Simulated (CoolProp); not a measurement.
Vapour-liquid equilibrium of trans-2-butene (1) + ethanol (2) at 0.588 MPa; x and y are mole fractions of (1).

The numbers come from the multi-fluid Helmholtz-energy mixture model, Lemmon 2005 and Schroeder 2014; pair parameters Bell 2016 in CoolProp.

```tsv
x	bubble temperature (K)	y at the bubble point	dew temperature at overall composition x (K)	liquid density (mol/L)
0.05	386.8	0.404	402.2	14.71
0.125	363.8	0.735	399.4	14.63
0.2	349.0	0.854	396.3	14.35
0.275	341.3	0.897	393.1	13.93
0.35	337.8	0.913	389.6	13.45
0.425	336.5	0.919	385.7	12.94
0.5	336.2	0.920	381.5	12.43
0.575	336.2	0.921	376.8	11.95
0.65	336.0	0.922	371.3	11.50
0.725	335.5	0.926	364.8	11.08
0.8	334.6	0.934	356.6	10.71
0.875	333.3	0.950	345.5	10.38
0.95	331.9	0.975	333.3	10.09
```

No azeotrope shows between x = 0.05 and 0.95.

The pair parameters rest on a limited set of measurements; away from them the model extrapolates. With so large a gap from Raoult's law the liquid may split in two, which this calculation doesn't test in full.
